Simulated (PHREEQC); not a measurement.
A solution holds 19 mmol/kgw Cu(NO3)2, 0.21 mmol/kgw H2SO4 and 23 mmol/kgw KCl, at 25 °C. Closed to the air; pH follows from the charge balance.

Model: ion-association model, phreeqc.dat, run in PHREEQC.

```csv
quantity,before,after
pH,3.46,3.46
SO4-2 (mol/kgw),0.000122,0.000115
CuSO4 (mol/kgw),7.77e-5,7.47e-5
HSO4- (mol/kgw),2.10e-6,6.59e-6
CuOH+ (mol/kgw),2.87e-7,2.41e-7
```

### Question
Which change was made?
A. KCl from 0.023 to 0.0046 mol/kgw
B. KCl left out
C. temperature from 25 to 75 °C
D. H2SO4 from 0.00021 to 0.0021 mol/kgw
E. 0.0026 mol/kgw HF added

### Answer
C, temperature from 25 to 75 °C

Precipitation was switched off in this run. At this temperature some constants are extrapolated from 25 °C, and those without enthalpy data are left unchanged.
